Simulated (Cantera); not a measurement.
A closed system holds: 1 mol NaBr, 6.6 mol H₂, 200 mol N₂, equilibrated at 1725 K.

These are equilibrium values from Cantera (NASA tables, ideal gas, pure condensed phases), not measurements of a reactor. Candidate condensed phases: Br₂, Na, NaBr; 16 gas species. Gases not in the tables: NaBr and NaI dimers. Rates play no part.

x: gas mole fraction; nothing condenses.

```tsv
P (Pa)	x N₂	x H₂	x H	x Na	x Br
0.100	0.947	0.0186	0.0253	0.00470	0.00463
0.720	0.954	___	___	0.00454	0.00433
5.20	0.958	0.0292	0.00440	0.00375	0.00329
37	0.961	0.0305	___	___	___
270	0.962	0.0311	0.000630	0.00128	0.000630
1900	0.963	0.0314	0.000239	0.000706	0.000188
14000	0.963	0.0316	8.82e-5	0.000405	4.78e-5
100000	0.963	0.0317	3.30e-5	0.000243	1.16e-5
```

**Question.** Some entries are withheld; supply them.

**Answer.** 
- 37, x H: 0.00169
- 37, x Na: 0.00236
- 37, x Br: 0.00172
- 0.720, x H₂: 0.0258
- 0.720, x H: 0.0111
